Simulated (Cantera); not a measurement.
## Thermodynamics of nitride etching, feed BN + Cl2 + H2

Input: 1 mol BN, 0.53 mol Cl2, 27 mol H2, equilibrated at 1398 K and 8.00 Pa.

Method: chemical equilibrium by Gibbs-energy minimisation in Cantera with the NASA 1993 tables (ideal gas, pure condensed phases). Candidate condensed phases: B, BN, NH4Cl; 21 gas species. The tables' values for BCl are old estimates; treat these amounts as uncertain. Rates play no part.

```
Item                                Result
-------------------------------  ---------
x(H2)                                0.961
x(HCl)                              0.0384
x(H)                              0.000519
x(BCl)                             7.89e-5
x(N2)                              4.11e-5
x(Cl)                              1.71e-5
x(BCl2)                            1.35e-6
x(BCl3)                            1.11e-6
n(BN(s))                         0.998 mol
gas amount                       27.54 mol
log10 activity of B(s) (absent)      -0.53
```
